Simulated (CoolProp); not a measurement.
Saturation properties of propylene (Tc = 364.2 K, pc = 4.555 MPa, ω = 0.146).

Computed with CoolProp (reference Helmholtz-energy equation of state, Lemmon 2013).

```
T (K)  p (MPa)  liquid cp (kJ/(kg K))  surface tension (mN/m)  liquid conductivity (mW/(m K))
-----  -------  ---------------------  ----------------------  ------------------------------
233.3   0.1424                  2.220                    15.7                             142
247.7   0.2512                  2.286                    13.6                             136
262.1   0.4138                  2.366                    11.7                             129
276.5   0.6447                  2.466                    9.74                             122
290.9   0.9593                  2.591                    7.87                             115
305.3    1.374                  2.760                    6.07                             108
319.6    1.902                  3.005                    4.37                             100
334      2.572                  3.439                    2.75                            92.2
```

It boils at 225.5 K under 1 atm.

Thermal conductivity comes from a separate model (Huber 2003), an estimate that may be off by 10 % or more. Surface tension comes from a separate correlation (Mulero 2012).
